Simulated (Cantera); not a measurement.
**Ignition delay**

Mixture: H2 : O2 : N2 = 1 : 0.926 : 4.26 (molar parts), at 500000 Pa, adiabatic and at constant volume. Ignition delay is the time to a rise of 400 K.

Model: the H2/O2 subset of GRI-Mech 3.0, which has no nitrogen chemistry, integrated in Cantera. The hydrogen kinetics of GRI-Mech 3.0 are dated; newer H2 mechanisms differ, most at raised pressure. Where the delays flatten at high temperature, the 400 K rule measures the pace of heat release, not the induction time.

| T0 (K) | delay (ms) |
|---|---|
| 1000 | 14.7 |
| 1100 | 0.612 |
| 1200 | 0.0180 |
| 1300 | 0.00788 |
| 1400 | 0.00485 |
| 1500 | 0.00344 |
| 1600 | 0.00268 |
| 1700 | 0.00226 |
| 1800 | 0.00203 |
